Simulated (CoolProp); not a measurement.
A simple Rankine cycle with dimethyl ether: condensing at 302.15 K, boiler at 2.82 MPa, turbine inlet 367.1 K, turbine efficiency 0.75, pump efficiency 0.8, no recuperator. Each further row changes one setting.

The numbers come from the reference Helmholtz-energy equation of state, Wu 2011 in CoolProp.

```
case                             thermal efficiency (%)  net work (kJ/kg)  heat in (kJ/kg)  turbine exit temperature (K)  volume ratio over the turbine
-------------------------------  ----------------------  ----------------  ---------------  ----------------------------  -----------------------------
as stated                                          10.4              45.4              437                         302.1                           4.59
turbine inlet 387.1 K                              10.8              52.6              488                         325.8                           4.36
condensing temperature 294.15 K                    11.6              53.0              456                         294.1                           5.74
boiler pressure 1.97 MPa                            8.5              40.1              470                         323.0                           2.98
turbine efficiency 0.65                             8.9              38.8              437                         304.3                           4.67
```

The expansion ends wet for: as stated; condensing temperature 294.15 K.
